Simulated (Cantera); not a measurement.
Ignition delay

Mixture: CO : H2 : O2 : N2 : CO2 = 1 : 0.58 : 1.55 : 5.82 : 0.72 (molar parts), at 9.70 bar, adiabatic and at constant pressure. Ignition delay is the time to a rise of 400 K.

Detailed kinetics in Cantera: GRI-Mech 3.0 (53 species, 325 reactions). The hydrogen kinetics of GRI-Mech 3.0 are dated; newer H2 mechanisms differ, most at raised pressure.

```json
[
 {"T0 (K)": "998", "delay (ms)": "7.84"},
 {"T0 (K)": "1073", "delay (ms)": "1.27"},
 {"T0 (K)": "1148", "delay (ms)": "0.205"},
 {"T0 (K)": "1223", "delay (ms)": "0.0311"},
 {"T0 (K)": "1298", "delay (ms)": "0.0103"},
 {"T0 (K)": "1373", "delay (ms)": "0.00597"}
]
```
